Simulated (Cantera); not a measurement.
A perfectly stirred reactor is fed with CO : H2 : O2 : N2 = 1 : 0.64 : 1.22 : 4.6 (molar parts), at 2.40 bar; it is adiabatic with a 675 K inlet, and is followed from long to short residence time, starting on the burning branch (τ in s: 0.31, 0.13, 0.059, 0.026, 0.011, 0.0049, 0.0022, 0.00095, 0.00041, 0.00018, 7.9e-05, 3.5e-05).

Detailed kinetics in Cantera: GRI-Mech 3.0 (53 species, 325 reactions). The hydrogen kinetics of GRI-Mech 3.0 are dated; newer H2 mechanisms differ, most at raised pressure.

One state of this run: T (K) = 2169; x CO = 0.0180; x H2 = 0.00213; x O2 = 0.0660; x NO = 0.000242; x HO2 = 7.87e-6. x: mole fraction; the columns are a selection and need not sum to one.

Task: Which value of τ (s) does it belong to?
A) 3.5e-5
B) 0.059
C) 0.011
D) 0.00095

Result: D, 0.00095
